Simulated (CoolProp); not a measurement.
Computed with CoolProp (reference Helmholtz-energy equation of state, Thol 2019).

Question: For n-pentane, give the phase and the cp (kJ/(kg K)), cv (kJ/(kg K)) at 620 K and 0.278 MPa; 620 K and 0.726 MPa; 620 K and 4.94 MPa.

Answer: 
- 620 K and 0.278 MPa: gas; cp 2.97, cv 2.85
- 620 K and 0.726 MPa: gas; cp 2.99, cv 2.85
- 620 K and 4.94 MPa: supercritical; cp 3.23, cv 2.89
